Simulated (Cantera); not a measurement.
Charge: 1 mol SiC, 0.15 mol H2O, 100 mol N2, 0.016 mol CO2, at 0.470 bar.

Equilibrium computed with Cantera from the NASA thermochemical tables; the gas is ideal and each condensed phase is pure. Candidate condensed phases: C, C6H6, C7H8, C8H18, H2O, Si, SiC, SiO2, Si2N2O, Si3N4; 151 gas species. N2 is the only nitrogen source here; it is nearly inert below about 1500 K, so the nitride shown seldom forms there in practice. Mutual solubility and eutectic melting of coexisting phases are not modelled. Rates play no part.

x: gas mole fraction; n: condensed amount in mol.

| T (°C) | x N2 | x CO | x H2 | x SiO | x HCN | x H | n C(graphite) | n Si2N2O(s) | n Si3N4(s) | n SiC(s) |
|---|---|---|---|---|---|---|---|---|---|---|
| 1225 | 0.998 | 0.000142 | 0.00149 | 8.06e-8 | 4.01e-5 | 9.66e-7 | 0.998 | 0.168 | 0.221 | 0 |
| 1275 | 0.998 | 0.000331 | 0.00148 | 3.60e-7 | 5.63e-5 | 1.73e-6 | 0.977 | 0.149 | 0.234 | 0 |
| 1325 | 0.998 | 0.000731 | 0.00147 | 1.46e-6 | 7.73e-5 | 2.97e-6 | 0.935 | 0.109 | 0.261 | 0 |
| 1375 | 0.997 | 0.00150 | 0.00144 | 5.43e-6 | 0.000101 | 4.93e-6 | 0 | 0.0313 | 0.0272 | 0.855 |
| 1425 | 0.997 | 0.00180 | 0.00144 | 1.61e-5 | 9.28e-5 | 8.02e-6 | 0 | 0 | 0.0575 | 0.826 |
| 1475 | 0.997 | 0.00178 | 0.00145 | 3.71e-5 | 8.57e-5 | 1.27e-5 | 0 | 0 | 0.0558 | 0.829 |
| 1525 | 0.997 | 0.00174 | 0.00145 | [?] | 7.96e-5 | [?] | 0 | 0 | 0.0527 | 0.834 |
| 1575 | 0.997 | 0.00165 | 0.00144 | [?] | 7.42e-5 | [?] | 0 | 0 | [?] | 0.843 |
| 1625 | 0.997 | 0.00151 | 0.00144 | 0.000304 | 6.94e-5 | 4.32e-5 | 0 | 0 | 0.0372 | 0.857 |
| 1675 | 0.997 | 0.00130 | 0.00143 | 0.000514 | 6.51e-5 | 6.23e-5 | 0 | 0 | 0.0225 | 0.879 |
| 1725 | 0.997 | 0.00104 | 0.00142 | 0.000776 | 6.12e-5 | 8.81e-5 | 0 | 0 | 0.00341 | 0.905 |

Question: Some entries are withheld; supply them.

Answer: 
- 1575, x SiO: 0.000163
- 1575, x H: 2.94e-5
- 1575, n Si3N4(s): 0.0470
- 1525, x SiO: 8.05e-5
- 1525, x H: 1.95e-5
